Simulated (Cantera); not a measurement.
Cantera run, input and output.

```python
import numpy as np
import cantera as ct

gas = ct.Solution("gri30.yaml")
gas.TPX = 700, 100000, {'CH4': 1, 'CO': 0.3, 'O2': 2.99, 'N2': 14.9}
flame = ct.FreeFlame(gas, width=0.04)
flame.set_refine_criteria(ratio=3, slope=0.08, curve=0.16)
flame.transport_model = "mixture-averaged"
flame.solve(loglevel=0, auto=True)
z, T = flame.grid, flame.T
thick = (T[-1] - T[0]) / np.gradient(T, z).max()
show = ['CH4', 'CO', 'O2', 'NO', 'H', 'N2O']
print(f"laminar burning velocity  {flame.velocity[0] * 100:.3f} cm/s")
print(f"burnt temperature         {T[-1]:.1f} K")
print(f"thermal thickness         {thick * 1e3:.4f} mm")
print(f"grid points               {len(z)}")
z0 = z[flame.heat_release_rate.argmax()]
print(f"{'z/mm':>9s}{'T/K':>9s}{'u/(m/s)':>9s}" + "".join(f"{s:>11s}" for s in show))
rows = []
for k in (-3, -2, -1.5, -1, -0.5, -0.25, 0, 0.25, 0.5, 1, 2, 4, 8):
    zz = z0 + k * thick
    rows.append([k * thick, np.interp(zz, z, T), np.interp(zz, z, flame.velocity),
                 *(np.interp(zz, z, flame.X[gas.species_index(s)]) for s in show)])
    print(f"{rows[-1][0] * 1e3:9.3f}{rows[-1][1]:9.1f}{rows[-1][2]:9.3f}" + "".join(f"{x:11.3e}" for x in rows[-1][3:]))
```

It prints:

```
laminar burning velocity  89.146 cm/s
burnt temperature         1957.1 K
thermal thickness         0.4911 mm
grid points               120
     z/mm      T/K  u/(m/s)        CH4         CO         O2         NO          H        N2O
   -1.473    700.3    0.892  5.206e-02  1.563e-02  1.557e-01  1.614e-10  5.416e-12  2.368e-12
   -0.982    702.8    0.896  5.184e-02  1.565e-02  1.554e-01  1.745e-09  4.679e-10  3.543e-11
   -0.737    710.8    0.907  5.129e-02  1.576e-02  1.548e-01  7.478e-09  1.030e-08  1.870e-10
   -0.491    751.8    0.962  4.875e-02  1.648e-02  1.517e-01  4.579e-08  5.792e-07  1.427e-09
   -0.246    978.1    1.259  3.578e-02  2.153e-02  1.334e-01  3.818e-07  4.373e-05  1.469e-08
   -0.123   1249.0    1.614  2.033e-02  2.856e-02  1.087e-01  9.288e-07  3.233e-04  4.180e-08
    0.000   1531.7    1.983  4.923e-03  3.408e-02  7.796e-02  1.948e-06  1.447e-03  9.969e-08
    0.123   1656.5    2.139  3.499e-04  2.823e-02  6.042e-02  3.289e-06  2.645e-03  1.805e-07
    0.246   1707.3    2.196  1.417e-05  2.026e-02  5.413e-02  4.468e-06  2.979e-03  2.365e-07
    0.491   1771.8    2.267  3.506e-08  1.185e-02  4.970e-02  6.283e-06  2.531e-03  2.790e-07
    0.982   1841.9    2.346  8.485e-13  6.651e-03  4.693e-02  8.652e-06  1.441e-03  3.229e-07
    1.964   1898.8    2.411  1.064e-18  3.710e-03  4.537e-02  1.123e-05  5.466e-04  3.893e-07
    3.929   1933.7    2.450  1.104e-20  1.736e-03  4.455e-02  1.371e-05  1.562e-04  4.152e-07
```

Detailed kinetics in Cantera: GRI-Mech 3.0 (53 species, 325 reactions). Burning velocities carry a grid error of a few per cent, more on coarse grids.
